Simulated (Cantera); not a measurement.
A perfectly stirred reactor is fed with C2H6 : N2 = 1 : 71 (molar parts), at 20.0 Pa; it is held at 1800 K, and followed from long to short residence time.

Model: GRI-Mech 3.0 (53 species, 325 reactions), integrated in Cantera. GRI-Mech 3.0 stops at C3 and has no aromatics, soot or wall deposition, so with more carbon than oxygen in the feed, carbon stays in small species such as C2H2 where larger ones or solid carbon would form. Radical loss at walls, strong at low pressure, is not modelled.

Problem. What does this change do: pressure from 20.0 Pa to 5100 Pa?

Solution. 
| quantity | before | after |
|---|---|---|
| x(C2H6) at τ = 0.370 s | 0.000399 | 4.78e-6 |
| x(C2H4) at τ = 0.370 s | 0.00174 | 2.96e-5 |
| x(CH3) at τ = 0.370 s | 0.00345 | 0.000212 |
| x(H) at τ = 0.370 s | 0.00111 | 0.000427 |
| x(HCN) at τ = 0.370 s | 5.91e-5 | 0.000410 |
| x(C2H6) at τ = 45.0 ms | 0.00274 | 3.57e-5 |
| x(C2H4) at τ = 45.0 ms | 0.00365 | 0.000188 |
| x(CH3) at τ = 45.0 ms | 0.00826 | 0.000588 |
| x(H) at τ = 45.0 ms | 0.00106 | 0.000528 |
| x(HCN) at τ = 45.0 ms | 1.35e-5 | 0.000170 |
